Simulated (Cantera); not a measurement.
An isothermal, constant-pressure homogeneous reactor starts with NH3 : N2 = 1 : 7.9 (molar parts), at 1600 K and 0.140 bar. Integrator tolerance rtol = 1e-08.

Cantera simulation using the gas-phase N/H chemistry of the illustrative SiF4/NH3 mechanism in the Surface Chemkin manual (1991); the numbers are that mechanism's predictions, not measurements. Walls and surfaces, which speed up NH3 decomposition in real reactors, are not modelled.

Q: What does this change do: pressure from 0.140 bar to 0.0290 bar?

A: 
```json
[
 {"quantity": "x(NH3) at 3.00 s", "before": "0.0956 (gas-phase equilibrium 3.51e-7)", "after": "0.105 (gas-phase equilibrium 7.26e-8)"},
 {"quantity": "x(N) at 3.00 s", "before": "2.67e-8 (gas-phase equilibrium 1.64e-12)", "after": "3.06e-8 (gas-phase equilibrium 3.60e-12)"},
 {"quantity": "x(NH) at 3.00 s", "before": "4.71e-7 (gas-phase equilibrium 8.76e-12)", "after": "7.31e-7 (gas-phase equilibrium 8.76e-12)"},
 {"quantity": "x(H) at 3.00 s", "before": "4.36e-6 (gas-phase equilibrium 5.69e-5)", "after": "2.96e-6 (gas-phase equilibrium 0.000125)"},
 {"quantity": "x(N2H2) at 3.00 s", "before": "1.39e-7 (gas-phase equilibrium <1e-12)", "after": "3.41e-7 (gas-phase equilibrium <1e-12)"}
]
```
